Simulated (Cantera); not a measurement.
An isothermal, constant-pressure homogeneous reactor starts with N2O : H2O = 1 : 0.43 (molar parts), at 1300 K and 10.00 Torr.

Computed with Cantera and GRI-Mech 3.0 (53 species, 325 reactions). GRI-Mech 3.0 was tuned for natural gas; its chemistry of N2O as a main component is partial and can be far from experiment. Radical loss at walls, strong at low pressure, is not modelled. The mechanism lacks the step 2 NO + O2 → 2 NO2, which can matter for NO2 below about 1400 K. The temperature is held fixed by assumption; the heat of reaction is taken as removed at once.

Q: Predict: x(N2O) at 1.00 s; x(H2O) at 1.00 s; x(N2) at 1.00 s; x(H2) at 1.00 s; x(NO) at 1.00 s; x(H) at 1.00 s.

A: 
- x(N2O) at 1.00 s = 0.598 (gas-phase equilibrium 2.22e-9)
- x(H2O) at 1.00 s = 0.289 (gas-phase equilibrium 0.223)
- x(N2) at 1.00 s = 0.0710 (gas-phase equilibrium 0.518)
- x(H2) at 1.00 s = 2.76e-6 (gas-phase equilibrium 3.31e-7)
- x(NO) at 1.00 s = 0.00741 (gas-phase equilibrium 0.000358)
- x(H) at 1.00 s = 1.33e-7 (gas-phase equilibrium 5.55e-9)
